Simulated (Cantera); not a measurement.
# Equilibrium for carbothermic reduction: CuO + C + N2

A closed system holds: 1 mol CuO, 0.45 mol C, a varied amount of N2, equilibrated at 7300 Pa.

Method: chemical equilibrium by Gibbs-energy minimisation in Cantera with the NASA 1993 tables (ideal gas, pure condensed phases). Candidate condensed phases: C, Cu, CuO, Cu2O; 27 gas species. Equilibrium is a limit: real reactors are often held back by kinetics, nucleation or transport.

### Question
Map the stable condensed phases over T = 2048, 2098, 2148, 2198, 2248, 2298, 2348, 2398, 2448, 2498, 2548, 2598 K and n(N2) in mol = 0.58, 1, 1.5, 2, 2.4, 2.9, 3.3, 3.8.

### Answer
```
T in K \ n(N2) in mol
         0.58    1  1.5    2  2.4  2.9  3.3  3.8
   2598     A    A    A    A    A    A    A    A
   2548     A    A    A    A    A    A    A    A
   2498     A    A    A    A    A    A    A    A
   2448     A    A    A    A    A    A    A    A
   2398     A    A    A    A    A    A    A    A
   2348     A    A    A    A    A    A    A    A
   2298     A    A    A    A    A    A    A    A
   2248     B    A    A    A    A    A    A    A
   2198     B    B    B    A    A    A    A    A
   2148     B    B    B    B    B    B    A    A
   2098     B    B    B    B    B    B    B    B
   2048     B    B    B    B    B    B    B    B
```
A: gas only; B: Cu.
